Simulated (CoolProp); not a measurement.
Saturation properties of n-heptane (Tc = 541.2 K, pc = 27.74 bar, ω = 0.349).

The numbers come from the reference Helmholtz-energy equation of state, Span 2003 in CoolProp. It is a short technical equation, of lower accuracy than the large ones.

| T (K) | p (bar) | liquid viscosity (µPa s) | liquid conductivity (mW/(m K)) |
|---|---|---|---|
| 271.6 | 0.01383 | 533 | 130 |
| 275 | 0.01705 | 510 | 129 |
| 278.4 | 0.02088 | 489 | … |
| 281.8 | … | … | 127 |
| 285.2 | 0.03081 | 451 | … |
| 288.6 | 0.03711 | 433 | 125 |
| 292.1 | … | 417 | 124 |
| 295.5 | 0.05329 | 401 | 123 |
| 298.9 | 0.06322 | 387 | … |
| 302.3 | 0.07466 | 373 | 121 |
| 305.7 | … | 360 | 120 |

Problem. Complete the blanks.

Solution. 
- 278.4, liquid conductivity (mW/(m K)): 128
- 281.8, p (bar): 0.02544
- 281.8, liquid viscosity (µPa s): 469
- 285.2, liquid conductivity (mW/(m K)): 126
- 292.1, p (bar): 0.04470
- 298.9, liquid conductivity (mW/(m K)): 122
- 305.7, p (bar): 0.08777

It boils at 371.5 K under 1 atm.

Viscosity comes from a separate model (Michailidou 2014). Thermal conductivity comes from a separate model (Assael 2013).
